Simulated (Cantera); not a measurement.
Cantera run:

```python
import numpy as np
import cantera as ct

gas_names = """
    B BH BH2 BH3 BN B2 H H2 N NH NH2 NH3 N2 N2H2 N2H4
""".split()
cond_names = """
    B(b) B(L) BN(s)
""".split()


# ... load() reads the species with a 1 bar reference pressure and builds the phases ...
atoms = {
    'BN': {'B': 1, 'N': 1},
    'H2': {'H': 2},
}
top_T = {'BN(s)': 3200}  # K; cautious upper limits of use, not melting points


# ... equilibrate(T, P, feed) seeds the gas with the atoms and calls Mixture.equilibrate('TP', solver="vcs", rtol=1e-11, max_steps=5000) ...
results = []
feed = {'BN': 1, 'H2': 46}  # mol
T = 1473  # K
P = 33  # Pa
mix = equilibrate(T, P, feed)
results.append((T, P, feed, dict(zip(mix.species_names, mix.species_moles))))
x = sorted(zip(gas.X, gas.species_names), reverse=True)
print(f"T = {T:g} K  P = {P:g} Pa  gas = {mix.phase_moles(0):.4g} mol")
print("   x: " + "  ".join(f"{s} {v:.3e}" for v, s in x if v > 1e-06))
print("   condensed (mol): " + ("  ".join(f"{mix.phase(i).name} {mix.phase_moles(i):.4g}"
      for i in range(1, mix.n_phases) if mix.phase_moles(i) > 1e-12) or "none"))
```

It prints:

```
T = 1473 K  P = 33 Pa  gas = 46.02 mol
   x: H2 9.993e-01  H 6.962e-04  N2 7.927e-06  BH2 7.433e-06
   condensed (mol): B(b) 0.0003828  BN(s) 0.9993
```

Method: chemical equilibrium by Gibbs-energy minimisation in Cantera with the NASA 1993 tables (ideal gas, pure condensed phases). Mutual solubility and eutectic melting of coexisting phases are not modelled.
